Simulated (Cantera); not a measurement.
An isothermal plug-flow reactor at 798 K and 1.00 bar (inlet), inlet velocity 2.9 m/s, active area per volume 410 1/m; feed CH4 : O2 : N2 : H2O = 0.0049 : 0.054 : 0.79 : 0.055 (molar parts).

Computed with Cantera and Deutschmann's 1995 Pt surface mechanism with GRI-Mech 3.0 gas chemistry. Catalytic surfaces can have several steady states; this one follows from the mechanism file's or the stated starting coverage. Mass transfer to the wall is taken as infinitely fast.

Q: What does this change do: temperature 798 to 1225 K?

A: 
```csv
quantity,before,after
x(CH4) at z = 0.0038 m,0.00542,0.00376
x(O2) at z = 0.0038 m,0.0597,0.0567
x(H2O) at z = 0.0038 m,0.0609,0.0639
x(CO2) at z = 0.0038 m,5.33e-6,0.00150
x(CO) at z = 0.0038 m,2.16e-7,6.57e-6
θ(free Pt) at the exit,0.0435,0.488
θ(O*) at the exit,0.951,0.509
θ(OH*) at the exit,0.00542,0.00296
```
